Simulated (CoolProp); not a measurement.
Fluoroethane (R161) at 413.19 K and 5 MPa is throttled through a valve to 0.418 MPa with no heat exchange. Each further row changes one setting.

Model: reference Helmholtz-energy equation of state, Wu 2012, in CoolProp.

```tsv
case	temperature change (K)	final density (kg/m³)
as stated	-46.9	6.82
outlet pressure 0.125 MPa	-50.2	2.01
outlet pressure 0.543 MPa	-45.5	8.91
```
